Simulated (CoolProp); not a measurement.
A simple Rankine cycle with water: condensing at 311.15 K, boiler at 0.586 MPa, turbine inlet 446.1 K, turbine efficiency 0.8, pump efficiency 0.6, no recuperator. Each further row changes one setting.

Computed with CoolProp (reference Helmholtz-energy equation of state, Wagner 2002).

```json
[
 {"case": "as stated", "thermal efficiency (%)": "20.4", "net work (kJ/kg)": "535", "heat in (kJ/kg)": "2630", "turbine exit temperature (K)": "311.2", "volume ratio over the turbine": "55.7"},
 {"case": "turbine inlet 466.1 K", "thermal efficiency (%)": "20.4", "net work (kJ/kg)": "547", "heat in (kJ/kg)": "2680", "turbine exit temperature (K)": "311.2", "volume ratio over the turbine": "53.8"},
 {"case": "condensing temperature 303.15 K", "thermal efficiency (%)": "21.6", "net work (kJ/kg)": "576", "heat in (kJ/kg)": "2660", "turbine exit temperature (K)": "303.1", "volume ratio over the turbine": "83.9"},
 {"case": "boiler pressure 0.41 MPa", "thermal efficiency (%)": "18.9", "net work (kJ/kg)": "499", "heat in (kJ/kg)": "2640", "turbine exit temperature (K)": "311.2", "volume ratio over the turbine": "39.4"},
 {"case": "turbine efficiency 0.7", "thermal efficiency (%)": "17.8", "net work (kJ/kg)": "468", "heat in (kJ/kg)": "2630", "turbine exit temperature (K)": "311.2", "volume ratio over the turbine": "57.5"}
]
```

The expansion ends wet for: as stated; turbine inlet 466.1 K; condensing temperature 303.15 K; boiler pressure 0.41 MPa; turbine efficiency 0.7.
